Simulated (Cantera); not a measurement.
## Reactions in the system N-O-V

Cantera with NASA thermochemical tables; ideal gases at 1 bar, condensed phases pure. Values are per mole of reaction as written; species without (g) are pure solids or liquids, kept so even where they would boil at 1 bar. VN: taken at fixed stoichiometry.

V2O5 + 10 VN ⇌ 5 N2O(g) + 12 V

```csv
T (K),ΔH° (kJ),ΔS° (J/K),ΔG° (kJ),log10 K
300,4130.1,943.8,3846.9,-669.80
398,4126.4,933.4,3754.9,-492.80
423,4125.1,930.2,3731.6,-460.79
448,4123.6,926.7,3708.4,-432.37
473,4122.0,923.2,3685.3,-406.97
498,4120.3,919.7,3662.2,-384.12
523,4118.4,916.2,3639.3,-363.47
```
